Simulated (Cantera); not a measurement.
Low-pressure radical oxidation in H2/O2

An isothermal, constant-pressure homogeneous reactor starts with 2.44 % H₂, 97.6 % O₂, at 1325 K and 0.00930 bar.

Model: the H2/O2 subset of GRI-Mech 3.0, which has no nitrogen chemistry, integrated in Cantera. Radical loss at walls, strong at low pressure, is not modelled.

```
t (s)         x H₂   x O₂    x HO₂    x H₂O₂       x O    x H₂O
--------  --------  -----  -------  --------  --------  -------
0.000100    0.0244  0.976  1.29e-8  2.40e-12   9.06e-9  2.04e-9
0.000246    0.0244  0.976  3.19e-8  1.43e-11   3.89e-8  2.01e-8
0.000606    0.0244  0.976  7.85e-8  8.43e-11   2.63e-7  2.48e-7
0.00149     0.0244  0.976  2.01e-7  4.80e-10   1.01e-5  1.21e-5
0.00367    0.00704  0.961  1.18e-6   6.62e-8    0.0113   0.0137
0.00904   0.000223  0.954  8.78e-7   2.34e-8    0.0196   0.0220
0.0223    0.000212  0.955  8.61e-7   2.32e-8    0.0186   0.0221
0.0548    0.000190  0.957  8.23e-7   2.28e-8    0.0165   0.0224
0.135     0.000147  0.961  7.38e-7   2.17e-8    0.0126   0.0228
0.332      8.52e-5  0.967  5.73e-7   1.89e-8   0.00715   0.0235
0.817      3.28e-5  0.972  3.44e-7   1.36e-8   0.00270   0.0241
2.01       8.75e-6  0.974  1.49e-7   7.36e-9  0.000713   0.0244
4.95       1.97e-6  0.975  5.13e-8   3.09e-9  0.000160   0.0246
12.2       4.58e-7  0.975  2.03e-8   1.11e-9   3.71e-5   0.0246
30.0       1.24e-7  0.975  1.61e-8  4.01e-10   1.01e-5   0.0247
```
x: mole fraction; the columns are a selection and need not sum to one.

Equilibrium at this temperature and pressure: H₂ 3.50e-8, O₂ 0.975, HO₂ 2.31e-8, H₂O₂ 1.56e-10, O 2.84e-6, H₂O 0.0247 (gas phase only).
